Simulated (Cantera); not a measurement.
What does this Cantera script print?

```python
import numpy as np
import cantera as ct

gas_names = """
    AL ALH ALN AL2 H H2 N NH NH2 NH3 N2 N2H2 N2H4
""".split()
cond_names = """
    AL(cr) AL(L) ALN(s)
""".split()


def load(file, names, dense=False):
    # The tables refer to 1 bar. Condensed volumes are neglected.
    table = {s.name: s for s in ct.Species.list_from_file(file)}
    out = []
    for n in names:
        d = dict(table[n].input_data)
        d["thermo"] = dict(d["thermo"], **{"reference-pressure": 1e5})
        if dense:
            d["equation-of-state"] = {"model": "constant-volume", "density": "1e6 g/cm^3"}
        out.append(ct.Species.from_dict(d))
    return out


gas = ct.Solution(thermo="ideal-gas", species=load("nasa_gas.yaml", gas_names))
cond = {s.name: ct.Solution(thermo="fixed-stoichiometry", species=[s], name=s.name)
        for s in load("nasa_condensed.yaml", cond_names, dense=True)}
atoms = {
    'Al': {'AL': 1},
    'NH3': {'N': 1, 'H': 3},
    'N2': {'N': 2},
}
top_T = {'ALN(s)': 2750}  # K; cautious upper limits of use, not melting points


def equilibrate(T, P, feed):
    n = {}
    for name, mol in feed.items():
        for a, k in atoms[name].items():
            n[a] = n.get(a, 0.0) + k * mol
    gas.TPX = T, P, n
    mass = sum(n.values()) * gas.mean_molecular_weight
    gas.equilibrate("TP")
    valid = [c for c in cond.values() if c.min_temp <= T <= top_T.get(c.name, c.max_temp)]
    mix = ct.Mixture([(gas, mass / gas.mean_molecular_weight)] + [(c, 0.0) for c in valid])
    mix.T, mix.P = T, P
    mix.equilibrate("TP", solver="vcs", rtol=1e-11, max_steps=5000)
    return mix


results = []
feed = {'Al': 1, 'NH3': 290, 'N2': 290}  # mol
T = 2200  # K
for P in [10, 37, 140, 520, 1900, 7200, 27000, 100000]:
    mix = equilibrate(T, P, feed)
    results.append((T, P, feed, dict(zip(mix.species_names, mix.species_moles))))

top = {s: max(r[3][s] / sum(r[3][g] for g in gas_names) for r in results) for s in gas_names}
cols = sorted((s for s in top if top[s] > 1e-06), key=lambda s: -top[s])[:9]
seen = [c for c in cond_names if any(r[3].get(c, 0) > 1e-12 for r in results)]
print("log10 of partial pressures in bar; condensed amounts in mol")
print(f"{'P/Pa':>10s}" + "".join(f"{s[:9]:>10s}" for s in cols + seen))
for T, P, feed, n in results:
    ng = sum(n[g] for g in gas_names)
    print(f"{P:10.4g}" + "".join(f"{np.log10(max(n[s] / ng * P / 1e5, 1e-99)):10.3f}" for s in cols)
          + "".join(f"{n.get(c, 0):10.4g}" for c in seen))
```

Output:

```
log10 of partial pressures in bar; condensed amounts in mol
      P/Pa        N2        H2         H        AL       ALH       NH3    ALN(s)
        10    -4.371    -4.557    -4.528    -7.010   -10.015   -13.850         0
        37    -3.774    -3.868    -4.183    -6.413    -9.074   -12.517         0
       140    -3.177    -3.225    -3.862    -5.818    -8.157   -11.254         0
       520    -2.597    -2.622    -3.560    -5.240    -7.277   -10.059         0
      1900    -2.029    -2.042    -3.270    -4.675    -6.423    -8.905         0
      7200    -1.447    -1.454    -2.976    -4.101    -5.555    -7.733         0
   2.7e+04    -0.872    -0.875    -2.687    -3.539    -4.703    -6.577         0
     1e+05    -0.302    -0.304    -2.401    -3.042    -3.921    -5.436    0.1029
```

Cantera equilibrium calculation (NASA polynomials, part measured and part estimated; ideal gas, pure solids and liquids).
